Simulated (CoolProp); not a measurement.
A simple Rankine cycle with octamethyltrisiloxane (MDM): condensing at 333.15 K, boiler at 0.226 MPa, turbine inlet 464.3 K, turbine efficiency 0.75, pump efficiency 0.7, no recuperator. Each further row changes one setting.

Values from CoolProp's reference Helmholtz-energy equation of state, Thol 2017.

```json
[
 {"case": "as stated", "thermal efficiency (%)": "11.5", "net work (kJ/kg)": "46.4", "heat in (kJ/kg)": "402", "turbine exit temperature (K)": "434.2", "volume ratio over the turbine": "66.1"},
 {"case": "turbine inlet 484.3 K", "thermal efficiency (%)": "?", "net work (kJ/kg)": "48.7", "heat in (kJ/kg)": "440", "turbine exit temperature (K)": "454.2", "volume ratio over the turbine": "64.8"},
 {"case": "condensing temperature 325.15 K", "thermal efficiency (%)": "12.2", "net work (kJ/kg)": "50.9", "heat in (kJ/kg)": "417", "turbine exit temperature (K)": "431.6", "volume ratio over the turbine": "98.8"},
 {"case": "boiler pressure 0.158 MPa", "thermal efficiency (%)": "10.6", "net work (kJ/kg)": "43.0", "heat in (kJ/kg)": "?", "turbine exit temperature (K)": "437.6", "volume ratio over the turbine": "?"},
 {"case": "turbine efficiency 0.65", "thermal efficiency (%)": "10.0", "net work (kJ/kg)": "40.1", "heat in (kJ/kg)": "402", "turbine exit temperature (K)": "437.7", "volume ratio over the turbine": "66.7"}
]
```

**Question.** Some entries are withheld; supply them.

**Answer.** 
- turbine inlet 484.3 K, thermal efficiency (%): 11.1
- boiler pressure 0.158 MPa, heat in (kJ/kg): 405
- boiler pressure 0.158 MPa, volume ratio over the turbine: 44.5
